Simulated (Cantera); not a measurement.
A Cantera script and what it prints.

```python
import numpy as np
import cantera as ct

gas_names = """
    B BH BH2 BH3 BN B2 H H2 N NH NH2 NH3 N2 N2H2 N2H4
""".split()
cond_names = """
    B(b) B(L) BN(s)
""".split()


# ... load() reads the species with a 1 bar reference pressure and builds the phases ...
atoms = {
    'B': {'B': 1},
    'NH3': {'N': 1, 'H': 3},
    'N2': {'N': 2},
}
top_T = {'BN(s)': 3200}  # K; cautious upper limits of use, not melting points


# ... equilibrate(T, P, feed) seeds the gas with the atoms and calls Mixture.equilibrate('TP', solver="vcs", rtol=1e-11, max_steps=5000) ...
results = []
feed = {'B': 1, 'NH3': 5.5, 'N2': 2.7}  # mol
P = 180  # Pa
for T in [1848, 1898, 1948, 1998, 2048, 2098, 2148, 2198, 2248]:
    mix = equilibrate(T, P, feed)
    results.append((T, P, feed, dict(zip(mix.species_names, mix.species_moles))))

top = {s: max(r[3][s] / sum(r[3][g] for g in gas_names) for r in results) for s in gas_names}
cols = sorted((s for s in top if top[s] > 0.0001), key=lambda s: -top[s])[:5]
seen = [c for c in cond_names if any(r[3].get(c, 0) > 1e-12 for r in results)]
print("log10 of partial pressures in bar; condensed amounts in mol")
print(f"{'T/K':>10s}" + "".join(f"{s[:9]:>10s}" for s in cols + seen))
for T, P, feed, n in results:
    ng = sum(n[g] for g in gas_names)
    print(f"{T:10.4g}" + "".join(f"{np.log10(max(n[s] / ng * P / 1e5, 1e-99)):10.3f}" for s in cols)
          + "".join(f"{n.get(c, 0):10.4g}" for c in seen))
```

Output:

```
log10 of partial pressures in bar; condensed amounts in mol
       T/K        H2        N2         H         B       BH2      B(b)     BN(s)
      1848    -2.954    -3.173    -4.753    -8.977    -7.607         0    0.9998
      1898    -2.957    -3.174    -4.586    -8.379    -7.282         0    0.9996
      1948    -2.961    -3.175    -4.427    -7.811    -6.974         0    0.9991
      1998    -2.966    -3.177    -4.278    -7.272    -6.683         0     0.998
      2048    -2.973    -3.180    -4.136    -6.759    -6.409         0    0.9957
      2098    -2.982    -3.183    -4.003    -6.271    -6.149         0    0.9903
      2148    -3.010    -3.161    -3.885    -5.880    -5.997     0.981         0
      2198    -3.025    -3.167    -3.767    -5.575    -5.907    0.9676         0
      2248    -3.045    -3.174    -3.656    -5.283    -5.826    0.9435         0
```

Cantera equilibrium calculation (NASA polynomials, part measured and part estimated; ideal gas, pure solids and liquids). The tables' values for BH2 are old estimates; treat these amounts as uncertain.
